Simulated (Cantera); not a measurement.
Iron carbonyl, mercury and lead vapours: Fe(CO)₅ + H₂

A closed system holds: 1 mol Fe(CO)₅, 0.55 mol H₂, equilibrated at 1548.15 K.

Cantera equilibrium calculation (NASA polynomials, part measured and part estimated; ideal gas, pure solids and liquids). Candidate condensed phases: C, C₆H₆, C₇H₈, C₈H₁₈, Fe, Fe(CO)₅, FeO, Fe(OH)₂, Fe(OH)₃, Fe₂O₃, Fe₃O₄, H₂O; 114 gas species. Iron dissolves carbon and melts from about 1420 K in contact with it, which pure phases cannot show. Condensed phases not in the tables: cementite and carbon dissolved in iron. Rates play no part.

| P (Pa) | x CO | x H₂ | x Fe | x CO₂ | x H₂O | n Fe(γ) | n C(graphite) |
|---|---|---|---|---|---|---|---|
| 10 | 0.897 | 0.0982 | 0.00404 | 1.44e-7 | 4.39e-8 | 0.977 | 0 |
| 42 | 0.900 | 0.0987 | 0.000962 | 3.77e-7 | 1.15e-7 | 0.995 | 0 |
| 180 | 0.901 | 0.0990 | 0.000224 | 1.00e-6 | 3.06e-7 | 0.999 | 0 |
| 750 | 0.901 | 0.0990 | 5.39e-5 | 2.68e-6 | 8.21e-7 | 1.000 | 0 |
| 3200 | 0.901 | 0.0991 | 1.26e-5 | 1.14e-5 | 3.50e-6 | 1.000 | 0 |
| 13000 | 0.901 | 0.0991 | 3.11e-6 | 4.64e-5 | 1.42e-5 | 1.000 | 0 |
| 56000 | 0.901 | 0.0990 | 7.21e-7 | 0.000200 | 6.13e-5 | 1.000 | 0.00137 |
| 240000 | 0.900 | 0.0989 | 1.68e-7 | 0.000855 | 0.000262 | 1.000 | 0.00591 |
| 1000000 | 0.897 | 0.0981 | 4.04e-8 | 0.00354 | 0.00108 | 1.00 | 0.0244 |
x: gas mole fraction; n: condensed amount in mol.

From 10.0 Pa to 13000 Pa the condensed part is Fe(γ). From 56000 Pa to 1000000 Pa the condensed part is C(graphite) + Fe(γ). The main Fe-bearing gas is Fe throughout.
